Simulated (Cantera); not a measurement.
Charge: 1 mol Si, 1.7 mol Cl2, 3.6 mol H2, held at 0.160 bar.

Equilibrium computed with Cantera from the NASA thermochemical tables; the gas is ideal and each condensed phase is pure. Candidate condensed phases: Si; 19 gas species. The tables' values for SiCl3 are old estimates; treat these amounts as uncertain. Rates play no part.

x: gas mole fraction; n: condensed amount in mol.

```tsv
T (K)	x H2	x SiCl4	x SiHCl3	x HCl	x SiCl3	x SiH2Cl2	x SiCl2	n Si(s)
523	0.792	0.152	0.0558	7.29e-6	2.09e-8	…	1.81e-11	0.0871
598	0.792	0.153	0.0539	5.88e-5	4.48e-7	…	1.91e-9	0.0888
673	0.793	0.154	0.0521	0.000296	4.81e-6	…	7.02e-8	0.0907
748	0.793	0.155	0.0504	0.00107	3.19e-5	0.00120	1.24e-6	0.0931
823	0.792	0.155	0.0488	0.00304	0.000149	0.00129	1.28e-5	0.0967
898	0.789	0.155	0.0471	0.00721	0.000534	0.00136	8.92e-5	0.102
973	0.784	0.153	0.0452	0.0149	0.00155	0.00140	0.000454	0.111
```

### Question
What belongs in the gaps?

### Answer

- 523, x SiH2Cl2: 0.000780
- 598, x SiH2Cl2: 0.000949
- 673, x SiH2Cl2: 0.00109
